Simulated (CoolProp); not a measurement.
Computed with CoolProp (reference Helmholtz-energy equation of state, de Reuck 1993).

### Question
For methanol, give the phase and the expansivity (1/kK), fugacity coefficient at 379.7 K and 23500 kPa.

### Answer
- 379.7 K and 23500 kPa: liquid; expansivity 1.29, fugacity coefficient 0.0235
